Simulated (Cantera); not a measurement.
What does this Cantera script print?

```python
import numpy as np
import cantera as ct

gas_names = """
    OH TaO2 H2
""".split()
cond_names = """
    Ta2O5(s) Ta2O5(L)
""".split()


# ... load() reads the species with a 1 bar reference pressure and builds the phases ...
species = {s.name: s for s in load("nasa_gas.yaml", gas_names) + load("nasa_condensed.yaml", cond_names)}
# Each term lists the table entries of one substance; the one whose range holds T is used.
reactions = {
    '2 OH(g) + 4 TaO2(g) = 2 Ta2O5 + H2(g)':
        [(-2, ['OH']), (-4, ['TaO2']), (2, ['Ta2O5(s)', 'Ta2O5(L)']), (1, ['H2'])],
}


def pick(names, T):
    return next(species[n] for n in names if species[n].thermo.min_temp <= T <= species[n].thermo.max_temp)


results = []
for label, terms in reactions.items():
    print(label)
    print("     T/K   dH/kJ  dS/(J/K)   dG/kJ   log10 K")
    for T in [300, 1773, 1873, 1973, 2073, 2173, 2273, 2373, 2473, 2573, 2673]:
        used = [(nu, pick(names, T)) for nu, names in terms]
        dH = sum(nu * s.thermo.h(T) for nu, s in used) / 1e6
        dS = sum(nu * s.thermo.s(T) for nu, s in used) / 1e3
        dG = dH - T * dS / 1e3
        logK = -dG * 1e6 / (ct.gas_constant * T * np.log(10))
        results.append((label, T, dH, dS, dG, logK, [s.name for _, s in used]))
        print(f"{T:8g} {dH:8.1f} {dS:8.1f} {dG:8.1f} {logK:8.2f}")
```

Result:

```
2 OH(g) + 4 TaO2(g) = 2 Ta2O5 + H2(g)
     T/K   dH/kJ  dS/(J/K)   dG/kJ   log10 K
     300  -3367.2  -1071.1  -3045.9   530.33
    1773  -3210.3   -898.4  -1617.6    47.65
    1873  -3197.5   -891.3  -1528.1    42.61
    1973  -3184.6   -884.6  -1439.3    38.10
    2073  -2930.1   -760.8  -1352.9    34.09
    2173  -2908.3   -750.5  -1277.3    30.70
    2273  -2886.5   -740.8  -1202.8    27.64
    2373  -2864.9   -731.4  -1129.2    24.85
    2473  -2843.3   -722.5  -1056.5    22.31
    2573  -2821.7   -714.0   -984.6    19.99
    2673  -2800.3   -705.8   -913.7    17.85
```

Source: NASA polynomial tables (part measured, part estimated), evaluated in Cantera. Condensed species are held in their standard states even where they would react or evaporate.
